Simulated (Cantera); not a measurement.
Input: 1 mol Pb, 5.7 mol CO₂, 4.8 mol CO, 0.85 mol H₂O, held at 20.0 bar.

These are equilibrium values from Cantera (NASA tables, ideal gas, pure condensed phases), not measurements of a reactor. Candidate condensed phases: C, C₆H₆, C₇H₈, C₈H₁₈, H₂O, Pb, PbO, PbO₂, Pb₃O₄; 113 gas species. Kinetics and transport are ignored. All values below are at 477 °C.

Base state: CO₂ 0.898, H₂O 0.0856, CO 0.00898, H₂ 0.00524, CH₄ 0.00175 (mole fractions); condensed: C(graphite) + Pb(l).

Task: What changes in the equilibrium state with this change: Pb replaced by Si?

Result: 
```tsv
species	before	after
CO₂	0.898	0.887
H₂O	0.0856	0.0958
CO	0.00898	0.00893
H₂	0.00524	0.00590
CH₄	0.00175	0.00222
C(graphite), mol	2.30	3.31
Pb(l), mol	1.00	0
SiO₂(α-quartz), mol	0	1.00
```
Further candidate phases: Si, SiC, SiO₂.
